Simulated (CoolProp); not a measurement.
Vapour-liquid equilibrium of R13 (1) + n-butane (2) at 197.5 K; x and y are mole fractions of (1).

Model: multi-fluid Helmholtz-energy mixture model, Platzer 1990 and Bücker 2006; pair parameters Bell 2016, in CoolProp. This equation is an older, rougher fit; its heat capacities, sound speeds and derivatives of the liquid may be far off and weren't checked against measurements.

| x | bubble pressure (bar) | y at the bubble point | dew pressure at overall composition x (bar) | liquid density (mol/L) |
|---|---|---|---|---|
| 0.05 | 0.1962 | 0.922 | 0.01676 | 11.76 |
| 0.125 | 0.4078 | 0.964 | 0.01819 | 11.94 |
| 0.2 | 0.5648 | 0.975 | 0.01989 | 12.13 |
| 0.275 | 0.6823 | 0.981 | 0.02194 | 12.32 |
| 0.35 | 0.7726 | 0.984 | 0.02446 | 12.51 |
| 0.425 | 0.8449 | 0.986 | 0.02764 | 12.71 |
| 0.5 | 0.9063 | 0.987 | 0.03176 | 12.91 |
| 0.575 | 0.9624 | 0.989 | 0.03733 | 13.11 |
| 0.65 | 1.018 | 0.990 | 0.04526 | 13.32 |
| 0.725 | 1.076 | 0.992 | 0.05748 | 13.53 |
| 0.8 | 1.140 | 0.994 | 0.07874 | 13.75 |
| 0.875 | 1.214 | 0.996 | 0.1249 | 13.97 |
| 0.95 | 1.299 | 0.998 | 0.3009 | 14.19 |

No azeotrope shows between x = 0.05 and 0.95.

Pair parameters are fitted to limited data, so mixtures are less certain than the pure fluids. With so large a gap from Raoult's law the liquid may split in two, which this calculation doesn't test in full.
